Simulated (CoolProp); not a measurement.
Model: reference Helmholtz-energy equation of state, Lemmon 2003, in CoolProp. It is a pseudo-pure fit of the blend.

Q: For R410A, give the phase and the cv (kJ/(kg K)), Joule-Thomson coefficient (K/MPa), Prandtl number at 332.9 K and 0.101 MPa.

A: 
- 332.9 K and 0.101 MPa: gas; cv 0.750, Joule-Thomson coefficient 13.8, Prandtl number 0.790

Viscosity comes from a separate model (Geller 2000). Thermal conductivity comes from a separate model (Geller 2001).
